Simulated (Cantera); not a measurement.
**TiCl4 + H2O + H2 (titanium nitride, carbide and oxide coatings)**

Charge: 1 mol TiCl4, 7 mol H2O, 4 mol H2, equilibrated at 0.100 bar.

Method: chemical equilibrium by Gibbs-energy minimisation in Cantera with the NASA 1993 tables (ideal gas, pure condensed phases). Candidate condensed phases: H2O, Ti, TiCl2, TiCl3, TiCl4, TiO, TiO2, Ti2O3, Ti3O5, Ti4O7; 23 gas species. Condensed phases not in the tables: TiOCl. Gases not in the tables: TiO(OH)2. Kinetics and transport are ignored.

| T (°C) | log p H2O | log p HCl | log p H2 | log p H | log p Cl | n TiO2(rutile) |
|---|---|---|---|---|---|---|
| 752 | -1.41 | -1.51 | -1.51 | -9.12 | -9.15 | 1.00 |
| 902 | -1.41 | -1.51 | -1.51 | -7.67 | -7.73 | 1.00 |
| 1052 | -1.41 | -1.51 | -1.51 | -6.54 | -6.62 | 1.00 |
| 1202 | -1.41 | -1.51 | -1.51 | -5.64 | -5.73 | 1.00 |
| 1352 | -1.42 | -1.51 | -1.51 | -4.91 | -5.01 | 1.000 |
| 1502 | -1.42 | -1.51 | -1.51 | -4.29 | -4.41 | 1.000 |
| 1652 | -1.42 | -1.51 | -1.51 | -3.78 | -3.90 | 1.000 |
| 1802 | -1.42 | -1.52 | -1.51 | -3.33 | -3.47 | 1.000 |
log p: log10 of the partial pressure in bar; n: condensed amount in mol.

From 752 °C to 1802 °C the condensed part is TiO2(rutile).
